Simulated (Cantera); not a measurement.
Feed: 1 mol MgO, a varied amount of C, 12 mol H2, at 398 Torr.

Equilibrium computed with Cantera from the NASA thermochemical tables; the gas is ideal and each condensed phase is pure. Candidate condensed phases: C, C6H6, C7H8, C8H18, H2O, Mg, MgCO3, MgO, Mg(OH)2; 116 gas species. Kinetics and transport are ignored.

Problem. What condenses at these points (T in °C, n(C) in mol): (1425, 1.1); (1475, 1.1); (2025, 0.9); (1675, 2.2); (1725, 0.9); (1775, 2.2); (1925, 0.75)?

Solution. 
```csv
T (°C),n(C) in mol,condensed phases,Mg condensed (%)
1425,1.1,C + MgO,67.2
1475,1.1,C + MgO,35.8
2025,0.9,gas only,0.0
1675,2.2,C,0.0
1725,0.9,MgO,9.5
1775,2.2,C,0.0
1925,0.75,MgO,17.3
```
